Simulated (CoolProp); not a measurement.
Vapour pressure (MPa) of isohexane: the reference equation beside estimates from Tc = 224.6 °C, pc = 3.043 MPa, ω = 0.280. Clausius-Clapeyron is anchored at -34.95 °C with a constant enthalpy of vaporisation of 33.17 kJ/mol.

Values from CoolProp's reference Helmholtz-energy equation of state, Lemmon 2006. It is a short technical equation, of lower accuracy than the large ones.

| T (°C) | reference | Clausius-Clapeyron | van der Waals |
|---|---|---|---|
| -47.25 | 0.0004383 | 0.0004430 | 0.04260 |
| -45.15 | 0.0005174 | 0.0005212 | 0.04561 |
| -43.15 | 0.0006039 | 0.0006069 | 0.04862 |
| -41.05 | 0.0007080 | 0.0007100 | 0.05194 |
| -39.05 | 0.0008211 | 0.0008223 | 0.05524 |
| -37.05 | 0.0009496 | 0.0009501 | 0.05870 |
| -34.95 | 0.001103 | 0.001103 | 0.06250 |
| -32.95 | 0.001268 | 0.001268 | 0.06628 |
| -30.85 | 0.001463 | 0.001464 | 0.07042 |
| -28.85 | 0.001673 | 0.001675 | 0.07454 |
| -26.85 | 0.001908 | 0.001913 | 0.07883 |
| -24.75 | 0.002185 | 0.002194 | 0.08352 |
| -22.75 | 0.002479 | 0.002494 | 0.08817 |
| -20.65 | 0.002824 | 0.002847 | 0.09325 |

Absolute difference from the reference over all 14 rows, mean and median: Clausius-Clapeyron 0.4 and 0.3 %, van der Waals 5743.3 and 5346.7 %.
